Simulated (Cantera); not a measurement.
Input: 1 mol V2O3, 19 mol H2, 10 mol N2, equilibrated at 1748.15 K and 9.75 Torr.

Method: chemical equilibrium by Gibbs-energy minimisation in Cantera with the NASA 1993 tables (ideal gas, pure condensed phases). Candidate condensed phases: H2O, V, VN, VO, V2O3, V2O4, V2O5; 28 gas species. Mutual solubility and eutectic melting of coexisting phases are not modelled. VO: taken at fixed stoichiometry. Condensed phases not in the tables: the oxides between V2O3 and V2O5 other than VO2. Rates play no part.

**Question.** What is the equilibrium state?

**Answer.** 
```
Property                                Value
----------------------------------  ---------
x(H2)                                   0.646
x(N2)                                   0.345
x(H2O)                                0.00769
x(H)                                  0.00161
x(VO2)                                1.16e-5
x(VO)                                 1.66e-6
x(OH)                                 1.12e-6
n(VO(s))                            0.447 mol
n(V2O3(s))                          0.776 mol
gas amount                          29.02 mol
log10 activity of V(s) (absent)         -2.15
log10 activity of V2O5(l) (absent)      -9.95
```
